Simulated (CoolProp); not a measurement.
The fluid at 298.15 K and 0.51 MPa flows at 3.4 m/s in a round tube of 100 mm bore and 45 µm roughness, fully developed (64/Re and Nu = 3.66 if laminar; Colebrook and Gnielinski if turbulent). The same conditions are run with several fluids, on thermodynamics alone (safety and materials aside).

Computed with CoolProp (reference Helmholtz-energy equation of state of each fluid (normal hydrogen: Leachman 2009; R507A: Lemmon 2003; CF4 (R14): Platzer 1990; nitrogen: Span 2000; R410A: Lemmon 2003)). The equations of Platzer and Polt are older, rougher fits. Blends and air are pseudo-pure fits.

Problem. Rank normal hydrogen, R507A, CF4 (R14), nitrogen, R410A by Reynolds number, highest first.

Solution. R507A (617000), R410A (419000), CF4 (R14) (359000), nitrogen (110000), normal hydrogen (15800)

```tsv
fluid	Darcy friction factor	pressure drop (Pa/m)	heat-transfer coefficient (W/(m² K))	mass flow (kg/h)
normal hydrogen	0.0283	0.676	80.3	39.8
R507A	0.0172	22.1	164	2140
CF4 (R14)	0.0177	18.9	108	1770
nitrogen	0.0199	6.63	57.8	555
R410A	0.0175	16.2	114	1540
```

Transport values come from each fluid's own correlations; those of CF4 (R14) are estimates that may be off by 10 % or more.
